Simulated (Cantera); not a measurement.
Standard-state values (1 bar) from the NASA 1993 polynomials, evaluated with Cantera. Values are per mole of reaction as written; species without (g) are pure solids or liquids, kept so even where they would boil at 1 bar.

Between 300 and 2750 K, where is each reaction favourable under standard conditions?
- 2 Nb2O5 + N2(g) = 4 NbO2(g) + 2 NO(g)


- 2 Nb2O5 + N2(g) = 4 NbO2(g) + 2 NO(g): ΔG° is 2868 kJ at 300 K and 743 kJ at 2750 K; it stays positive (K < 1). ΔH° is 2632 kJ and ΔS° 687 J/K at 2750 K.
